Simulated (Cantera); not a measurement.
A counterflow diffusion flame at 1730 Torr, nozzles 20 mm apart: fuel side CH4 = 1 (molar parts) at 473 K, oxidiser side O2 : N2 = 0.23 : 0.77 (molar parts) at 600 K, fuel mass flux 0.76 times the oxidiser's; mixture-averaged transport, no radiation.

Computed with Cantera and GRI-Mech 3.0 (53 species, 325 reactions). GRI-Mech 3.0 has no aromatics or soot, which form on the fuel side of real flames. The maximum strain rate includes the flame's own expansion and is several times the mean.

x: mole fraction; the columns are a selection and need not sum to one.

```tsv
oxidiser flux (kg/m²/s)	max strain (1/s)	mean strain (1/s)	T max (K)	peak x OH	peak x H	peak x NO	peak x CO	peak x C2H2
0.57	218	44.5	2354	0.00989	0.00349	[?]	0.0704	0.0201
0.78	289	60.8	2334	0.0101	0.00368	[?]	0.0686	0.0194
1.1	394	85.8	2313	0.0102	0.00388	0.000446	0.0667	0.0184
1.4	491	109	2302	0.0103	0.00404	0.000422	0.0658	0.0178
2	678	156	2287	0.0105	0.00427	[?]	0.0645	0.0168
2.7	891	211	2273	0.0105	0.00444	[?]	0.0633	0.0159
3.6	1160	281	2259	0.0104	0.00459	[?]	0.0624	0.0149
4.9	1530	382	2242	0.0103	0.00472	[?]	0.0614	0.0138
6.7	2040	523	2224	0.0101	0.00482	[?]	0.0607	0.0126
9.1	2710	710	2204	0.00986	0.00487	[?]	0.0601	0.0114
```

Task: Fill in the missing entries.

Result: 
- 0.57, peak x NO: 0.000532
- 0.78, peak x NO: 0.000487
- 2, peak x NO: 0.000386
- 2.7, peak x NO: 0.000353
- 3.6, peak x NO: 0.000320
- 4.9, peak x NO: 0.000281
- 6.7, peak x NO: 0.000240
- 9.1, peak x NO: 0.000198
